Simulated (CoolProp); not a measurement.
Vapour-liquid equilibrium of cis-2-butene (1) + acetone (2) at 46.35 °C; x and y are mole fractions of (1).

Model: multi-fluid Helmholtz-energy mixture model, Lemmon 2005 and Lemmon 2006; pair parameters Bell 2016, in CoolProp.

```csv
x,bubble pressure (MPa),y at the bubble point,dew pressure at overall composition x (MPa),liquid density (mol/L)
0.05,?,0.389,?,12.93
0.125,0.1691,0.609,0.08160,12.69
0.2,0.2142,0.707,0.08881,12.46
0.275,?,0.762,0.09738,12.23
0.35,0.2780,?,0.1077,12.00
0.425,0.3000,0.822,0.1205,11.79
0.5,0.3176,0.842,0.1366,11.58
0.575,0.3324,0.858,0.1575,11.38
0.65,0.3455,0.874,0.1856,11.19
0.725,0.3581,0.891,0.2247,11.02
0.8,0.3706,0.911,0.2802,10.85
0.875,0.3833,0.936,0.3463,10.71
0.95,0.3960,0.970,0.3890,10.58
```

### Question
Some entries are withheld; supply them.

### Answer

- 0.05, bubble pressure (MPa): 0.1140
- 0.05, dew pressure at overall composition x (MPa): 0.07544
- 0.275, bubble pressure (MPa): 0.2500
- 0.35, y at the bubble point: 0.798

No azeotrope shows between x = 0.05 and 0.95.

Pair parameters are fitted to limited data, so mixtures are less certain than the pure fluids. With so large a gap from Raoult's law the liquid may split in two, which this calculation doesn't test in full.
